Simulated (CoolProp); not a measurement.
The numbers come from the reference Helmholtz-energy equation of state, Tillner-Roth 1994 in CoolProp.

**Question.** For R134a, give the phase and the density (kg/m³), fugacity coefficient at 437.8 K and 2200 kPa.

**Answer.** 
- 437.8 K and 2200 kPa: gas; density 69.5, fugacity coefficient 0.896
